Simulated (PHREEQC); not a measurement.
Consider water at 20 °C with 5.4e-05 mol HF and 0.0014 mol NH4F per kg of water. Closed to the air; pH follows from the charge balance.

Equilibrium calculation in PHREEQC: ion-association model, phreeqc.dat.

This is a speciation only: nothing precipitates in the calculation.

### Question
Estimate the pH.

### Answer
pH 4.73.

### Question
In which forms is F present?

### Answer
F- 98 %, HF 2.4 % of the F.

Species that the database lacks are ignored.
